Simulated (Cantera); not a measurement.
## Ignition delay

Mixture: C3H8 : O2 : N2 : H2O = 1 : 5.15 : 19.4 : 6 (molar parts), at 1.40 bar, adiabatic and at constant pressure. Ignition delay is the time to a rise of 400 K.

Computed with Cantera and GRI-Mech 3.0 (53 species, 325 reactions). GRI-Mech 3.0 was tuned for natural gas; its chemistry of propane as a main component is partial and can be far from experiment.

```
T0 (K)  delay (ms)
------  ----------
1125          30.6
1175          10.7
1225          3.96
1275          1.60
1325         0.703
1375         0.337
1425         0.175
1475        0.0989
1525        0.0600
1575        0.0389
```

```json
{
  "apparent activation energy between 1475 and 1575 K": "180 kJ/mol"
}
```
